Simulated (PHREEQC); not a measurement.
## Brine (model solution)

Solution (25 °C): 1.9 mol KOH, 0.081 mol Na2B4O7 and 3 mol NaCl per kg of water. Closed to the air; pH follows from the charge balance.

Model: Pitzer model, pitzer.dat, run in PHREEQC.

Each row changes one thing in this solution. This is a speciation only: nothing precipitates in the calculation.

| case | pH | ionic strength (mol/kgw) | SI of Sylvite (KCl) | SI of Halite (NaCl) |
|---|---|---|---|---|
| as made | 14.26 | 5.06 | -0.50 | -0.93 |
| diluted 100-fold with water | 12.15 | 0.0506 | -4.32 | -4.78 |
| diluted 2-fold with water | 13.81 | 2.53 | -1.18 | -1.63 |
| Na2B4O7 left out | 14.28 | 4.90 | -0.48 | -0.93 |
| NaCl replaced by CaCl2 at the same molality | 12.69 | 10.6 | +0.00 | -1.33 |
| 2.5 mol/kgw Na2CO3 added | 14.64 | 12.6 | -0.06 | -0.21 |
| 1.5 mol/kgw KHSO4 added | 13.31 | 8.06 | -0.38 | -1.01 |
| Na2B4O7 from 0.081 to 0.0081 mol/kgw | 14.28 | 4.92 | -0.48 | -0.93 |

Some of these states are supersaturated (in Portlandite, Glaserite, Arcanite, for instance). In brines, pH and single-ion activities rest on the MacInnes convention.
